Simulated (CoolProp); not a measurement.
The fluid at 298.15 K and 22.3 MPa is throttled through a valve to 14.7 MPa with no heat exchange. The same conditions are run with several fluids, on thermodynamics alone (safety and materials aside).

Computed with CoolProp (reference Helmholtz-energy equation of state of each fluid (CH3F (R41): Lemmon 2006; n-nonane: Lemmon 2006; o-xylene: Zhou 2012; decamethylcyclopentasiloxane (D5): Thol 2019; cis-2-butene: Lemmon 2005)).

| fluid | temperature change (K) | final density (kg/m³) |
|---|---|---|
| CH3F (R41) | -0.8 | 666 |
| n-nonane | +3.4 | 723 |
| o-xylene | +3.6 | 883 |
| decamethylcyclopentasiloxane (D5) | +3.2 | 969 |
| cis-2-butene | +3.0 | 632 |
